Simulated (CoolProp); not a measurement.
Vapour pressure (bar) of n-decane: the reference equation beside estimates from Tc = 617.7 K, pc = 21.01 bar, ω = 0.488.

Model: reference Helmholtz-energy equation of state, Lemmon 2006, in CoolProp. It is a short technical equation, of lower accuracy than the large ones.

```csv
T (K),reference,van der Waals,Redlich-Kwong,Peng-Robinson
441.9,0.8821,4.702,2.202,0.8870
446.9,1.004,4.974,2.413,1.009
451.9,1.138,5.256,2.638,1.144
456.8,1.283,5.542,2.873,1.289
461.8,1.446,5.844,3.127,1.452
466.8,1.624,6.157,3.397,1.631
471.8,1.819,6.480,3.683,1.827
476.7,2.027,6.807,3.979,2.036
481.7,2.257,7.151,4.297,2.268
486.7,2.508,7.506,4.633,2.520
```

Absolute difference from the reference over all 10 rows, mean and median: van der Waals 301.4 and 291.6 %, Redlich-Kwong 114.5 and 112.7 %, Peng-Robinson 0.5 and 0.5 %.
